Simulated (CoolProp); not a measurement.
The numbers come from the reference Helmholtz-energy equation of state, Leachman 2009 in CoolProp.

Question: For normal hydrogen, give the phase and the cv (kJ/(kg K)), conductivity (mW/(m K)) at 54.4 K and 3.65 MPa; 118 K and 3.65 MPa.

Answer: 
- 54.4 K and 3.65 MPa: supercritical; cv 6.62, conductivity 61.3
- 118 K and 3.65 MPa: supercritical; cv 7.69, conductivity 87.9

Thermal conductivity comes from a separate model (Assael 2011).
